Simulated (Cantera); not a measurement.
Feed: 1 mol NH₃, 0.05 mol O₂, 1.3 mol H₂, held at 2498 K and 190 bar.

Method: chemical equilibrium by Gibbs-energy minimisation in Cantera with the NASA 1993 tables (ideal gas, pure condensed phases). Candidate condensed phases: H₂O; 24 gas species. The ideal-gas law is rough above about 30 bar. Kinetics and transport are ignored.

Base state: H₂ 0.816, N₂ 0.151, H₂O 0.0303, H 0.00163, NH₃ 0.000567, OH 1.25e-5 (mole fractions); condensed: gas only.

What changes in the equilibrium state with this change: pressure from 190 bar to 40.0 mbar?


```tsv
species	before	after
H₂	0.816	0.722
N₂	0.151	0.143
H	0.00163	0.106
H₂O	0.0303	0.0277
NH₃	0.000567	9.67e-8
O	1.65e-8	8.12e-5
```

What changes in the equilibrium state with this change: temperature from 2498 K to 1323 K?


```csv
species,before,after
H₂,0.816,0.814
N₂,0.151,0.149
H₂O,0.0303,0.0305
NH₃,0.000567,0.00611
H,0.00163,1.04e-7
OH,1.25e-5,<1e-9
```
